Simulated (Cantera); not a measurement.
Input: 1 mol Si, 3.6 mol NF3, 0.96 mol H2, held at 1450 °C and 0.000540 bar.

These are equilibrium values from Cantera (NASA tables, ideal gas, pure condensed phases), not measurements of a reactor. Candidate condensed phases: Si, Si3N4; 37 gas species. Equilibrium is a limit: real reactors are often held back by kinetics, nucleation or transport.

Base state: F 0.508, HF 0.200, N2 0.188, SiF4 0.104 (mole fractions); condensed: gas only.

**Question.** What changes in the equilibrium state with this change: H2 from 0.96 to 8.7 mol?

**Answer.** 
| species | before | after |
|---|---|---|
| HF | 0.200 | 0.467 |
| H2 | <1e-9 | 0.343 |
| N2 | 0.188 | 0.120 |
| F | 0.508 | 6.97e-7 |
| SiF3 | 3.29e-8 | 0.0122 |
| SiF4 | 0.104 | 0.0530 |
| H | 2.70e-9 | 0.00459 |
| SiF2 | <1e-9 | 0.00114 |
| SiHF3 | <1e-9 | 7.69e-5 |
The tables' values for SiF3, SiF2 are old estimates; treat these amounts as uncertain.
